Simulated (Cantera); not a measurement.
Cantera run, input and output.

```python
import numpy as np
import cantera as ct

gas = ct.Solution("gri30.yaml")
gas.TPX = 1050, 110000, {'H2': 1, 'O2': 0.98, 'N2': 3.69}
reactor = ct.IdealGasConstPressureReactor(gas, energy="on", clone=False)
net = ct.ReactorNet([reactor])
net.rtol, net.atol = 1e-08, 1e-16
show = ['H2', 'O2', 'H2O2', 'N2O', 'NO', 'HO2', 'NO2']
times = np.geomspace(4e-06, 0.9, 15)

steps = ct.SolutionArray(gas, extra=["t"])
rows = []
print(f"{'t/s':>10s}{'T/K':>9s}{'P/Pa':>11s}" + "".join(f"{s:>11s}" for s in show))
for t in times:
    while net.time < t:
        t_next = net.step()
        steps.append(gas.state, t=t_next)
    rows.append([np.interp(t, steps.t, y) for y in (steps.T, steps.P, *steps(*show).X.T)])
    print(f"{t:10.3e}{rows[-1][0]:9.1f}{rows[-1][1]:11.4g}" + "".join(f"{x:11.3e}" for x in rows[-1][2:]))
rate = np.gradient(steps.T, steps.t)
print("integrator steps:", len(steps.t))
if steps.T.max() > steps.T[0] + 200:
    print(f"time of steepest temperature rise: {steps.t[rate.argmax()]:.4e} s")
gas.TPX = 1050, 110000, {'H2': 1, 'O2': 0.98, 'N2': 3.69}
gas.equilibrate("HP")
print(f"equilibrium (HP): T = {gas.T:.1f} K  " + "  ".join(f"{s} {gas[s].X[0]:.3e}" for s in show))
```

Output:

```
       t/s      T/K       P/Pa         H2         O2       H2O2        N2O         NO        HO2        NO2
 4.000e-06   1050.0    1.1e+05  1.764e-01  1.728e-01  2.242e-13  1.492e-17  2.981e-23  4.493e-10  3.625e-31
 9.646e-06   1050.0    1.1e+05  1.764e-01  1.728e-01  1.613e-12  1.428e-16  5.127e-22  1.490e-09  4.309e-29
 2.326e-05   1050.0    1.1e+05  1.764e-01  1.728e-01  1.757e-11  1.870e-15  2.567e-20  9.150e-09  2.074e-26
 5.610e-05   1050.0    1.1e+05  1.764e-01  1.728e-01  9.657e-10  1.123e-13  5.922e-17  4.129e-07  2.376e-21
 1.353e-04   1214.1    1.1e+05  1.277e-01  1.508e-01  4.274e-06  5.551e-09  1.245e-07  9.568e-05  3.360e-11
 3.263e-04   2229.2    1.1e+05  2.510e-03  8.967e-02  2.256e-07  4.987e-07  5.306e-05  6.062e-06  3.398e-08
 7.868e-04   2269.3    1.1e+05  1.065e-03  9.069e-02  2.420e-07  4.681e-07  9.024e-05  5.536e-06  7.180e-08
 1.897e-03   2269.8    1.1e+05  1.044e-03  9.067e-02  2.432e-07  4.644e-07  1.627e-04  5.539e-06  1.298e-07
 4.576e-03   2269.5    1.1e+05  1.043e-03  9.059e-02  2.429e-07  4.641e-07  3.358e-04  5.530e-06  2.680e-07
 1.103e-02   2268.7    1.1e+05  1.039e-03  9.040e-02  2.422e-07  4.635e-07  7.441e-04  5.508e-06  5.941e-07
 2.661e-02   2267.0    1.1e+05  1.031e-03  8.995e-02  2.406e-07  4.628e-07  1.674e-03  5.458e-06  1.336e-06
 6.417e-02   2263.4    1.1e+05  1.016e-03  8.904e-02  2.372e-07  4.636e-07  3.573e-03  5.357e-06  2.851e-06
 1.548e-01   2258.1    1.1e+05  9.923e-04  8.767e-02  2.323e-07  4.702e-07  6.414e-03  5.209e-06  5.113e-06
 3.732e-01   2254.4    1.1e+05  9.763e-04  8.672e-02  2.289e-07  4.781e-07  8.389e-03  5.107e-06  6.684e-06
 9.000e-01   2253.8    1.1e+05  9.739e-04  8.658e-02  2.284e-07  4.795e-07  8.685e-03  5.091e-06  6.919e-06
integrator steps: 1306
time of steepest temperature rise: 1.3973e-04 s
equilibrium (HP): T = 2253.8 K  H2 9.739e-04  O2 8.658e-02  H2O2 2.284e-07  N2O 4.795e-07  NO 8.687e-03  HO2 5.091e-06  NO2 6.920e-06
```

Cantera simulation using GRI-Mech 3.0 (53 species, 325 reactions); the numbers are that mechanism's predictions, not measurements.
